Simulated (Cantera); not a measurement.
A closed system holds: 1 mol CCl₄, 0.015 mol Si, held at 1475 K and 0.100 bar.

Equilibrium computed with Cantera from the NASA thermochemical tables; the gas is ideal and each condensed phase is pure. Kinetics and transport are ignored.

```json
[
 {"species": "Cl", "before": "0.143", "after": "0.939"},
 {"species": "C₃", "before": "<1e-9", "after": "0.0446"},
 {"species": "C", "before": "<1e-9", "after": "0.00547"},
 {"species": "Cl₂", "before": "0.849", "after": "0.000408"},
 {"species": "SiC₂", "before": "<1e-9", "after": "0.00158"},
 {"species": "C₂", "before": "<1e-9", "after": "0.00478"},
 {"species": "C₅", "before": "<1e-9", "after": "0.00174"},
 {"species": "Si", "before": "<1e-9", "after": "0.00116"},
 {"species": "SiCl₄", "before": "0.00701", "after": "6.86e-9"},
 {"species": "SiCl₂", "before": "<1e-9", "after": "0.000451"},
 {"species": "SiCl", "before": "<1e-9", "after": "0.000324"},
 {"species": "C(graphite), mol", "before": "1.000", "after": "0.311"}
]
```
Gas species are given as mole fractions.

Q: What was changed between the two runs?
(A) Si from 0.015 to 0.62 mol
(B) Si from 0.015 to 0.3 mol
(C) temperature from 1475 K to 3273.15 K
(D) temperature from 1475 K to 800 K

A: C, temperature from 1475 K to 3273.15 K. The tables' values for SiCl, CCl are old estimates; treat these amounts as uncertain
